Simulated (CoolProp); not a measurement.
Model: reference Helmholtz-energy equation of state, Thol 2015, in CoolProp.

Problem. For octamethylcyclotetrasiloxane (D4), give the phase and the density (kg/m³), Joule-Thomson coefficient (K/MPa), isothermal compressibility (1/MPa), expansivity (1/kK) at 620 K and 13 bar; 620 K and 15.5 bar; 620 K and 33.7 bar.

Solution. 
- 620 K and 13 bar: gas; density 113, Joule-Thomson coefficient 13.0, isothermal compressibility 1.27, expansivity 6.98
- 620 K and 15.5 bar: supercritical; density 156, Joule-Thomson coefficient 15.6, isothermal compressibility 1.31, expansivity 11.2
- 620 K and 33.7 bar: supercritical; density 483, Joule-Thomson coefficient 2.20, isothermal compressibility 0.112, expansivity 5.83
